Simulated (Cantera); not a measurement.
A perfectly stirred reactor is fed with H₂ : O₂ = 0.14 : 1 (molar parts), equivalence ratio 0.070, at 1.88 Torr; it is held at 1150 K, and followed from long to short residence time.

Computed with Cantera and GRI-Mech 3.0 (53 species, 325 reactions). Radical loss at walls, strong at low pressure, is not modelled. The temperature is held fixed by assumption; the heat of reaction is taken as removed at once.

**Question.** What does this change do: temperature 1150 to 1348 K?

**Answer.** 
```json
[
 {"quantity": "x(H₂) at τ = 0.760 s", "before": "0.00217", "after": "0.00269"},
 {"quantity": "x(O₂) at τ = 0.760 s", "before": "0.841", "after": "0.825"},
 {"quantity": "x(H₂O) at τ = 0.760 s", "before": "0.119", "after": "0.114"},
 {"quantity": "x(H) at τ = 0.760 s", "before": "0.0101", "after": "0.0122"},
 {"quantity": "x(HO₂) at τ = 0.760 s", "before": "1.37e-6", "after": "8.18e-7"},
 {"quantity": "x(H₂) at τ = 32.0 ms", "before": "0.00828", "after": "0.00598"},
 {"quantity": "x(O₂) at τ = 32.0 ms", "before": "0.807", "after": "0.793"},
 {"quantity": "x(H₂O) at τ = 32.0 ms", "before": "0.0942", "after": "0.0974"},
 {"quantity": "x(H) at τ = 32.0 ms", "before": "0.0353", "after": "0.0280"},
 {"quantity": "x(HO₂) at τ = 32.0 ms", "before": "1.40e-6", "after": "8.47e-7"}
]
```

**Question.** What does this change do: H2 0.14 to 0.06 parts?

**Answer.** 
```csv
quantity,before,after
x(H₂) at τ = 0.760 s,0.00217,0.000841
x(O₂) at τ = 0.760 s,0.841,0.919
x(H₂O) at τ = 0.760 s,0.119,0.0529
x(H) at τ = 0.760 s,0.0101,0.00479
x(HO₂) at τ = 0.760 s,1.37e-6,7.72e-7
x(H₂) at τ = 32.0 ms,0.00828,0.00431
x(O₂) at τ = 32.0 ms,0.807,0.906
x(H₂O) at τ = 32.0 ms,0.0942,0.0441
x(H) at τ = 32.0 ms,0.0353,0.0122
x(HO₂) at τ = 32.0 ms,1.40e-6,9.01e-7
```
